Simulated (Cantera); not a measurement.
Input: 1 mol SiF4, 0.1 mol NH3, 25 mol N2, held at 1725 K and 9.00 mbar.

Method: chemical equilibrium by Gibbs-energy minimisation in Cantera with the NASA 1993 tables (ideal gas, pure condensed phases). Candidate condensed phases: Si, Si3N4; 37 gas species. The tables' values for SiF3, SiF2 are old estimates; treat these amounts as uncertain. Kinetics and transport are ignored.

Base state: N2 0.952, SiF4 0.0305, HF 0.00813, SiF3 0.00687, H2 0.00159, SiF2 0.000624, H 7.81e-5, SiHF3 1.19e-5 (mole fractions); condensed: gas only.

Q: What changes in the equilibrium state with this change: N2 from 25 to 45 mol?

A: 
```tsv
species	before	after
N2	0.952	0.973
SiF4	0.0305	0.0170
HF	0.00813	0.00500
SiHF3	1.19e-5	4.84e-6
H2	0.00159	0.000712
```
